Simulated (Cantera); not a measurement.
Ignition delay

Mixture: CH4 : O2 : N2 = 1 : 4.17 : 15.4 (molar parts), at 3750 Torr, adiabatic and at constant volume. Ignition delay is the time to a rise of 400 K.

Computed with Cantera and GRI-Mech 3.0 (53 species, 325 reactions).

| T0 (K) | delay (ms) |
|---|---|
| 1223 | 4.98 |
| 1273 | 2.68 |
| 1323 | 1.49 |
| 1373 | 0.858 |
| 1423 | 0.508 |
| 1473 | 0.310 |
| 1523 | 0.195 |
| 1573 | 0.126 |
| 1623 | 0.0841 |

```
Property                                                Result
--------------------------------------------------  ----------
apparent activation energy between 1523 and 1623 K  170 kJ/mol
```
